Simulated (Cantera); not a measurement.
Input (Python, Cantera) and output of one run.

```python
import numpy as np
import cantera as ct

gas_names = """
    N NO
""".split()
cond_names = """
    Nb2O5(s) Nb2O5(L) Nb(cr) Nb(L)
""".split()


# ... load() reads the species with a 1 bar reference pressure and builds the phases ...
species = {s.name: s for s in load("nasa_gas.yaml", gas_names) + load("nasa_condensed.yaml", cond_names)}
# Each term lists the table entries of one substance; the one whose range holds T is used.
reactions = {
    'Nb2O5 + 5 N(g) = 5 NO(g) + 2 Nb':
        [(-1, ['Nb2O5(s)', 'Nb2O5(L)']), (-5, ['N']), (5, ['NO']), (2, ['Nb(cr)', 'Nb(L)'])],
}


def pick(names, T):
    return next(species[n] for n in names if species[n].thermo.min_temp <= T <= species[n].thermo.max_temp)


results = []
for label, terms in reactions.items():
    print(label)
    print("     T/K   dH/kJ  dS/(J/K)   dG/kJ   log10 K")
    for T in [1575, 1625, 1675, 1725, 1775, 1825, 1875, 1925, 1975]:
        used = [(nu, pick(names, T)) for nu, names in terms]
        dH = sum(nu * s.thermo.h(T) for nu, s in used) / 1e6
        dS = sum(nu * s.thermo.s(T) for nu, s in used) / 1e3
        dG = dH - T * dS / 1e3
        logK = -dG * 1e6 / (ct.gas_constant * T * np.log(10))
        results.append((label, T, dH, dS, dG, logK, [s.name for _, s in used]))
        print(f"{T:8g} {dH:8.1f} {dS:8.1f} {dG:8.1f} {logK:8.2f}")
```

Output:

```
Nb2O5 + 5 N(g) = 5 NO(g) + 2 Nb
     T/K   dH/kJ  dS/(J/K)   dG/kJ   log10 K
    1575    -73.5    137.5   -290.0     9.62
    1625    -75.7    136.1   -296.9     9.54
    1675    -77.9    134.8   -303.6     9.47
    1725    -80.1    133.5   -310.4     9.40
    1775    -82.2    132.3   -317.0     9.33
    1825   -190.9     71.4   -321.2     9.19
    1875   -195.8     68.7   -324.7     9.05
    1925   -200.7     66.2   -328.1     8.90
    1975   -205.6     63.7   -331.3     8.76
```

Standard-state values (1 bar) from the NASA 1993 polynomials, evaluated with Cantera. Condensed species are held in their standard states even where they would react or evaporate.
